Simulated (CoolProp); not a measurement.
Vapour-liquid equilibrium of CH2F2 (R32) (1) + R236EA (2) at 277.8 K; x and y are mole fractions of (1).

Computed with CoolProp (multi-fluid Helmholtz-energy mixture model, Tillner-Roth 1997 and Rui 2013; pair parameters Bell 2016).

```csv
x,"bubble pressure, mixture model (MPa)","bubble pressure, Raoult's law (MPa)","y, mixture model","y, Raoult's law"
0.05,0.1288,0.1375,0.286,0.342
0.2,0.2362,0.2644,0.657,0.712
0.35,0.3522,0.3913,0.805,0.842
0.5,0.4756,0.5182,0.884,0.908
0.65,0.6062,0.6451,0.933,0.948
0.8,0.7447,0.7720,0.967,0.975
0.95,0.8911,0.8989,0.993,0.995
```

The largest gap from Raoult's law is -10.7 % in bubble pressure, at x = 0.2. No azeotrope shows between x = 0.05 and 0.95.

The pair parameters rest on a limited set of measurements; away from them the model extrapolates.
